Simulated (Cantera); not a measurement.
Mixture: C₂H₄ : O₂ : N₂ : H₂O = 1 : 3.61 : 13.6 : 1.7 (molar parts), equivalence ratio 0.83, at 750 Torr, adiabatic and at constant pressure. Ignition delay is the time to a rise of 400 K.

Model: GRI-Mech 3.0 (53 species, 325 reactions), integrated in Cantera. GRI-Mech 3.0 was tuned for natural gas; its chemistry of ethylene as a main component is partial and can be far from experiment.

Task: What does this change do: pressure from 750 Torr to 5100 Torr?

Result: 
| quantity | before | after |
|---|---|---|
| delay at 1225 K | 0.262 ms | 0.411 ms |
| delay at 1425 K | 45.6 µs | 14.0 µs |
| delay at 1625 K | 20.6 µs | 3.83 µs |
| delay at 1825 K | 11.6 µs | 1.92 µs |
| apparent activation energy between 1725 and 1925 K | 71 kJ/mol | 80 kJ/mol |

Task: What does this change do: constant volume in place of constant pressure?

Result: 
| quantity | before | after |
|---|---|---|
| delay at 1225 K | 0.262 ms | 0.253 ms |
| delay at 1425 K | 45.6 µs | 42.6 µs |
| delay at 1625 K | 20.6 µs | 19.0 µs |
| delay at 1825 K | 11.6 µs | 10.6 µs |
| apparent activation energy between 1725 and 1925 K | 71 kJ/mol | 72 kJ/mol |
